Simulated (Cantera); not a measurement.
**Gas-phase reforming**

A perfectly stirred reactor is fed with CH4 : CO2 : H2O = 1 : 1.4 : 0.039 (molar parts), at 560000 Pa; it is held at 1598 K, and followed from long to short residence time.

Model: GRI-Mech 3.0 (53 species, 325 reactions), integrated in Cantera.

```tsv
τ (s)	x CH4	x CO2	x O2	x OH	x HCO
13	0.0354	0.0595	<1e-12	1.80e-7	3.67e-8
1.8	0.0524	0.102	1.65e-12	2.90e-7	2.69e-8
0.27	0.0815	0.183	4.37e-12	4.00e-7	1.48e-8
0.039	0.187	0.362	7.69e-12	2.66e-7	5.09e-9
0.0057	0.332	0.530	3.36e-12	8.16e-8	1.67e-9
0.00083	0.396	0.570	<1e-12	3.39e-8	1.25e-9
0.00012	0.408	0.574	<1e-12	1.84e-8	2.30e-10
```
x: mole fraction; the columns are a selection and need not sum to one.
